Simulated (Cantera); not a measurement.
A perfectly stirred reactor is fed with 45.5 % C₂H₆, 54.5 % N₂, at 0.390 Torr; it is held at 1425 K, and followed from long to short residence time.

Model: GRI-Mech 3.0 (53 species, 325 reactions), integrated in Cantera. GRI-Mech 3.0 stops at C3 and has no aromatics, soot or wall deposition, so with more carbon than oxygen in the feed, carbon stays in small species such as C2H2 where larger ones or solid carbon would form. Radical loss at walls, strong at low pressure, is not modelled.

x: mole fraction; the columns are a selection and need not sum to one.

| τ (s) | x C₂H₆ | x CH₄ | x CH₂ | x C₂H₂ | x H |
|---|---|---|---|---|---|
| 25 | 0.000801 | 0.0894 | 7.10e-7 | 0.209 | 0.000360 |
| 5.6 | 0.00334 | 0.133 | 1.36e-6 | 0.185 | 0.000391 |
| 1.2 | 0.0143 | 0.169 | 2.74e-6 | 0.140 | 0.000424 |
| 0.27 | 0.0560 | 0.166 | 5.32e-6 | 0.0767 | 0.000427 |
| 0.060 | 0.185 | 0.0943 | 7.77e-6 | 0.0205 | (withheld) |
| 0.013 | 0.380 | 0.0167 | 4.83e-6 | 0.000917 | (withheld) |
| 0.0030 | 0.446 | 0.00124 | 8.95e-7 | 3.31e-6 | (withheld) |

Q: Some entries are withheld; supply them.

A: 
- 0.060, x H: 0.000347
- 0.013, x H: 0.000180
- 0.0030, x H: 4.52e-5
